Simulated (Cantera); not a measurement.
A Cantera script and what it prints.

```python
import numpy as np
import cantera as ct

gas_names = """
    CL CL2 H HCL H2 Si SiCL SiCL2 SiCL3 SiCL4 SiH SiHCL3 SiH2 SiH2CL2 SiH3 SiH3CL SiH4 Si2 Si3
""".split()
cond_names = """
    Si(cr) Si(L)
""".split()


# ... load() reads the species with a 1 bar reference pressure and builds the phases ...
atoms = {
    'Si': {'Si': 1},
    'HCl': {'H': 1, 'CL': 1},
    'H2': {'H': 2},
}
top_T = {}  # K; cautious upper limits of use, not melting points


# ... equilibrate(T, P, feed) seeds the gas with the atoms and calls Mixture.equilibrate('TP', solver="vcs", rtol=1e-11, max_steps=5000) ...
results = []
feed = {'Si': 1, 'HCl': 2.1, 'H2': 5}  # mol
P = 640000  # Pa
for T in [1073, 1148, 1223, 1298, 1373, 1448, 1523]:
    mix = equilibrate(T, P, feed)
    results.append((T, P, feed, dict(zip(mix.species_names, mix.species_moles))))
    x = sorted(zip(gas.X, gas.species_names), reverse=True)
    print(f"T = {T:g} K  P = {P:g} Pa  gas = {mix.phase_moles(0):.4g} mol")
    print("   x: " + "  ".join(f"{s} {v:.3e}" for v, s in x if v > 1e-05))
    print("   condensed (mol): " + ("  ".join(f"{mix.phase(i).name} {mix.phase_moles(i):.4g}"
          for i in range(1, mix.n_phases) if mix.phase_moles(i) > 1e-12) or "none"))
```

It prints:

```
T = 1073 K  P = 640000 Pa  gas = 6.503 mol
   x: H2 8.973e-01  SiHCL3 4.430e-02  SiCL4 4.143e-02  HCL 1.028e-02  SiH2CL2 5.529e-03  SiCL3 7.706e-04  SiCL2 2.293e-04  SiH3CL 1.812e-04
   condensed (mol): Si(cr) 0.3988
T = 1148 K  P = 640000 Pa  gas = 6.52 mol
   x: H2 8.925e-01  SiHCL3 4.228e-02  SiCL4 4.017e-02  HCL 1.701e-02  SiH2CL2 5.575e-03  SiCL3 1.609e-03  SiCL2 7.112e-04  SiH3CL 1.980e-04
   condensed (mol): Si(cr) 0.4097
T = 1223 K  P = 640000 Pa  gas = 6.545 mol
   x: H2 8.856e-01  SiHCL3 3.962e-02  SiCL4 3.795e-02  HCL 2.618e-02  SiH2CL2 5.515e-03  SiCL3 2.994e-03  SiCL2 1.883e-03  SiH3CL 2.114e-04
   condensed (mol): Si(cr) 0.4228
T = 1298 K  P = 640000 Pa  gas = 6.582 mol
   x: H2 8.766e-01  HCL 3.782e-02  SiHCL3 3.614e-02  SiCL4 3.456e-02  SiH2CL2 5.326e-03  SiCL3 5.010e-03  SiCL2 4.342e-03  SiH3CL 2.205e-04
   condensed (mol): Si(cr) 0.4366
T = 1373 K  P = 640000 Pa  gas = 6.632 mol
   x: H2 8.653e-01  HCL 5.153e-02  SiHCL3 3.172e-02  SiCL4 2.986e-02  SiCL2 8.827e-03  SiCL3 7.550e-03  SiH2CL2 4.985e-03  SiH3CL 2.241e-04
   condensed (mol): Si(cr) 0.4484
T = 1448 K  P = 640000 Pa  gas = 6.696 mol
   x: H2 8.523e-01  HCL 6.639e-02  SiHCL3 2.642e-02  SiCL4 2.407e-02  SiCL2 1.593e-02  SiCL3 1.021e-02  SiH2CL2 4.487e-03  SiH3CL 2.214e-04
   condensed (mol): Si(cr) 0.4553
T = 1523 K  P = 640000 Pa  gas = 6.771 mol
   x: H2 8.385e-01  HCL 8.105e-02  SiCL2 2.560e-02  SiHCL3 2.063e-02  SiCL4 1.777e-02  SiCL3 1.234e-02  SiH2CL2 3.856e-03  SiH3CL 2.124e-04
   condensed (mol): Si(cr) 0.4555
```

Equilibrium computed with Cantera from the NASA thermochemical tables; the gas is ideal and each condensed phase is pure. The tables' values for SiCl3 are old estimates; treat these amounts as uncertain.
